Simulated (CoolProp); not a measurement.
Saturation properties of fluoroethane (R161).

Values from CoolProp's reference Helmholtz-energy equation of state, Wu 2012.

| T (K) | p (kPa) | liquid density (kg/m³) | vapour Z | surface tension (mN/m) |
|---|---|---|---|---|
| 207.1 | 22.18 | 856.7 | 0.9894 | 22.1 |
| 215.1 | 35.61 | 846.0 | [?] | 20.9 |
| 223.1 | [?] | 835.2 | 0.9786 | [?] |
| 231.1 | 82.03 | [?] | 0.9710 | 18.6 |
| 239.1 | 118.7 | 812.7 | 0.9618 | 17.5 |
| 247.1 | 167.2 | 800.9 | 0.9509 | 16.3 |
| 255.1 | 229.8 | 788.7 | 0.9382 | 15.2 |
| 263.1 | 309.2 | 776.0 | 0.9236 | 14.1 |
| 271.1 | 408.0 | 762.6 | 0.9070 | 13.0 |
| 279.1 | 529.1 | 748.5 | 0.8883 | 11.9 |
| 287.1 | 675.3 | [?] | 0.8674 | 10.8 |
| 295.1 | 849.8 | 717.5 | 0.8443 | [?] |
| 303.1 | 1056 | [?] | 0.8188 | 8.63 |
| 311.1 | 1296 | 681.8 | 0.7907 | 7.57 |
| 319.1 | 1575 | 661.6 | [?] | 6.53 |

Q: What belongs in the gaps?

A: 
- 215.1, vapour Z: 0.9846
- 223.1, p (kPa): 54.99
- 223.1, surface tension (mN/m): 19.8
- 231.1, liquid density (kg/m³): 824.1
- 287.1, liquid density (kg/m³): 733.5
- 295.1, surface tension (mN/m): 9.70
- 303.1, liquid density (kg/m³): 700.3
- 319.1, vapour Z: 0.7597

It boils at 235.6 K under 1 atm.

Surface tension comes from a separate correlation (Mulero 2012).
